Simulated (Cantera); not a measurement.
Source: NASA polynomial tables (part measured, part estimated), evaluated in Cantera. Values are per mole of reaction as written; species without (g) are pure solids or liquids, kept so even where they would boil at 1 bar.

Q: Between 1773 and 2123 K, where is each reaction favourable under standard conditions?
- Ti₃O₅ + 2 Ti → 5 TiO(g)
- 2 Ti₄O₇ + TiO(g) → 3 Ti₃O₅

A: 
- Ti₃O₅ + 2 Ti → 5 TiO(g): ΔG° is 1160 kJ at 1773 K and 893 kJ at 2123 K; it stays positive (K < 1). ΔH° is 2328 kJ and ΔS° 676 J/K at 2123 K.
- 2 Ti₄O₇ + TiO(g) → 3 Ti₃O₅: ΔG° is -325 kJ at 1773 K and -260 kJ at 2123 K; it stays negative (K > 1). ΔH° is -473 kJ and ΔS° -101 J/K at 2123 K.
